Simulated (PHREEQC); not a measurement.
A solution holds 0.14 mol/kgw H2SO4 and 0.00022 mol/kgw KNO3, at 55 °C. Closed to the air; pH follows from the charge balance.

Computed with PHREEQC (ion-association model, phreeqc.dat).

```
Item                          Value
--------------------  -------------
pH                             0.91
ionic strength        0.166 mol/kgw
specific conductance    86200 µS/cm
density                 0.994 g/cm³
total alkalinity        -280 meq/kg
```

```
species  molality  activity   log γ
-------  --------  --------  ------
H+          0.153     0.122  -0.099
HSO4-       0.127    0.0942  -0.130
SO4-2      0.0131   0.00385  -0.531
NO3-     0.000220  0.000153  -0.156
K+       0.000211  0.000151  -0.147
KSO4-     8.79e-6   6.56e-6  -0.127
```

No solid was allowed to form. Away from 25 °C the constants follow the database's enthalpies or fits; those with neither stay at their 25 °C values.
